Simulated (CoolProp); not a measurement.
Model: reference Helmholtz-energy equation of state, Thol 2017, in CoolProp.

Q: For octamethyltrisiloxane (MDM), give the phase and the Z, cv (kJ/(kg K)), Joule-Thomson coefficient (K/MPa) at 505.4 K and 1.76 MPa; 505.4 K and 2.16 MPa.

A: 
- 505.4 K and 1.76 MPa: liquid; Z 0.173, cv 1.98, Joule-Thomson coefficient 0.371
- 505.4 K and 2.16 MPa: liquid; Z 0.211, cv 1.98, Joule-Thomson coefficient 0.305
